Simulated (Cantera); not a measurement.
Input (Python, Cantera) and output of one run.

```python
import numpy as np
import cantera as ct

gas_names = """
    H H2 H2S N NH NH2 NH3 N2 N2H2 N2H4 Pb PbS Pb2 S SH SN S2 S8
""".split()
cond_names = """
    Pb(cr) Pb(L) PbS(s) PbS(L) S(cr1) S(cr2) S(L)
""".split()


def load(file, names, dense=False):
    # The tables refer to 1 bar. Condensed volumes are neglected.
    table = {s.name: s for s in ct.Species.list_from_file(file)}
    out = []
    for n in names:
        d = dict(table[n].input_data)
        d["thermo"] = dict(d["thermo"], **{"reference-pressure": 1e5})
        if dense:
            d["equation-of-state"] = {"model": "constant-volume", "density": "1e6 g/cm^3"}
        out.append(ct.Species.from_dict(d))
    return out


gas = ct.Solution(thermo="ideal-gas", species=load("nasa_gas.yaml", gas_names))
cond = {s.name: ct.Solution(thermo="fixed-stoichiometry", species=[s], name=s.name)
        for s in load("nasa_condensed.yaml", cond_names, dense=True)}
atoms = {
    'PbS': {'Pb': 1, 'S': 1},
    'H2': {'H': 2},
    'N2': {'N': 2},
}
top_T = {}  # K; cautious upper limits of use, not melting points


def equilibrate(T, P, feed):
    n = {}
    for name, mol in feed.items():
        for a, k in atoms[name].items():
            n[a] = n.get(a, 0.0) + k * mol
    gas.TPX = T, P, n
    mass = sum(n.values()) * gas.mean_molecular_weight
    gas.equilibrate("TP")
    valid = [c for c in cond.values() if c.min_temp <= T <= top_T.get(c.name, c.max_temp)]
    mix = ct.Mixture([(gas, mass / gas.mean_molecular_weight)] + [(c, 0.0) for c in valid])
    mix.T, mix.P = T, P
    mix.equilibrate("TP", solver="vcs", rtol=1e-11, max_steps=5000)
    return mix


results = []
P = 640000  # Pa
for T in [973, 998, 1023, 1048, 1073, 1098, 1123, 1148, 1173, 1198, 1223, 1248]:
    for m in [0.56, 1.4, 3.7, 9.4, 24, 62, 160, 410, 1000]:
        feed = {'PbS': 1, 'H2': m, 'N2': 3.3}  # mol
        mix = equilibrate(T, P, feed)
        results.append((T, P, feed, dict(zip(mix.species_names, mix.species_moles))))

for T, P, feed, n in results:
    print(f"{T:7g} {feed['H2']:10.4g}  " + (" + ".join(c for c in cond_names if n.get(c, 0) > 1e-12) or "gas only"))
```

It prints:

```
    973       0.56  Pb(L) + PbS(s)
    973        1.4  Pb(L) + PbS(s)
    973        3.7  Pb(L) + PbS(s)
    973        9.4  Pb(L) + PbS(s)
    973         24  Pb(L) + PbS(s)
    973         62  Pb(L) + PbS(s)
    973        160  Pb(L)
    973        410  Pb(L)
    973       1000  Pb(L)
    998       0.56  Pb(L) + PbS(s)
    998        1.4  Pb(L) + PbS(s)
    998        3.7  Pb(L) + PbS(s)
    998        9.4  Pb(L) + PbS(s)
    998         24  Pb(L) + PbS(s)
    998         62  Pb(L)
    998        160  Pb(L)
    998        410  Pb(L)
    998       1000  Pb(L)
   1023       0.56  Pb(L) + PbS(s)
   1023        1.4  Pb(L) + PbS(s)
   1023        3.7  Pb(L) + PbS(s)
   1023        9.4  Pb(L) + PbS(s)
   1023         24  Pb(L) + PbS(s)
   1023         62  Pb(L)
   1023        160  Pb(L)
   1023        410  Pb(L)
   1023       1000  Pb(L)
   1048       0.56  Pb(L) + PbS(s)
   1048        1.4  Pb(L) + PbS(s)
   1048        3.7  Pb(L) + PbS(s)
   1048        9.4  Pb(L) + PbS(s)
   1048         24  Pb(L) + PbS(s)
   1048         62  Pb(L)
   1048        160  Pb(L)
   1048        410  Pb(L)
   1048       1000  Pb(L)
   1073       0.56  Pb(L) + PbS(s)
   1073        1.4  Pb(L) + PbS(s)
   1073        3.7  Pb(L) + PbS(s)
   1073        9.4  Pb(L) + PbS(s)
   1073         24  Pb(L) + PbS(s)
   1073         62  Pb(L)
   1073        160  Pb(L)
   1073        410  Pb(L)
   1073       1000  Pb(L)
   1098       0.56  Pb(L) + PbS(s)
   1098        1.4  Pb(L) + PbS(s)
   1098        3.7  Pb(L) + PbS(s)
   1098        9.4  Pb(L) + PbS(s)
   1098         24  Pb(L) + PbS(s)
   1098         62  Pb(L)
   1098        160  Pb(L)
   1098        410  Pb(L)
   1098       1000  Pb(L)
   1123       0.56  Pb(L) + PbS(s)
   1123        1.4  Pb(L) + PbS(s)
   1123        3.7  Pb(L) + PbS(s)
   1123        9.4  Pb(L) + PbS(s)
   1123         24  Pb(L)
   1123         62  Pb(L)
   1123        160  Pb(L)
   1123        410  Pb(L)
   1123       1000  Pb(L)
   1148       0.56  Pb(L) + PbS(s)
   1148        1.4  Pb(L) + PbS(s)
   1148        3.7  Pb(L) + PbS(s)
   1148        9.4  Pb(L) + PbS(s)
   1148         24  Pb(L)
   1148         62  Pb(L)
   1148        160  Pb(L)
   1148        410  Pb(L)
   1148       1000  Pb(L)
   1173       0.56  Pb(L) + PbS(s)
   1173        1.4  Pb(L) + PbS(s)
   1173        3.7  Pb(L) + PbS(s)
   1173        9.4  Pb(L) + PbS(s)
   1173         24  Pb(L)
   1173         62  Pb(L)
   1173        160  Pb(L)
   1173        410  Pb(L)
   1173       1000  Pb(L)
   1198       0.56  Pb(L) + PbS(s)
   1198        1.4  Pb(L) + PbS(s)
   1198        3.7  Pb(L) + PbS(s)
   1198        9.4  Pb(L) + PbS(s)
   1198         24  Pb(L)
   1198         62  Pb(L)
   1198        160  Pb(L)
   1198        410  Pb(L)
   1198       1000  Pb(L)
   1223       0.56  Pb(L) + PbS(s)
   1223        1.4  Pb(L) + PbS(s)
   1223        3.7  Pb(L) + PbS(s)
   1223        9.4  Pb(L) + PbS(s)
   1223         24  Pb(L)
   1223         62  Pb(L)
   1223        160  Pb(L)
   1223        410  Pb(L)
   1223       1000  Pb(L)
   1248       0.56  Pb(L) + PbS(s)
   1248        1.4  Pb(L) + PbS(s)
   1248        3.7  Pb(L) + PbS(s)
   1248        9.4  Pb(L) + PbS(s)
   1248         24  Pb(L)
   1248         62  Pb(L)
   1248        160  Pb(L)
   1248        410  Pb(L)
   1248       1000  Pb(L)
```

Equilibrium computed with Cantera from the NASA thermochemical tables; the gas is ideal and each condensed phase is pure. Mutual solubility and eutectic melting of coexisting phases are not modelled.
